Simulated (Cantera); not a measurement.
A closed system holds: 1 mol BN, 4.9 mol F₂, 30 mol N₂, equilibrated at 1973.15 K and 0.100 bar.

Equilibrium computed with Cantera from the NASA thermochemical tables; the gas is ideal and each condensed phase is pure. Candidate condensed phases: B, BN; 13 gas species. Rates play no part.

Base state: N₂ 0.796, F 0.178, BF₃ 0.0261, F₂ 1.68e-5 (mole fractions); condensed: gas only.

Question: What changes in the equilibrium state with this change: temperature from 1973.15 K to 923.15 K?

Answer: 
```tsv
species	before	after
N₂	0.796	0.859
F₂	1.68e-5	0.0733
F	0.178	0.0369
BF₃	0.0261	0.0282
NF₃	<1e-9	0.00274
```
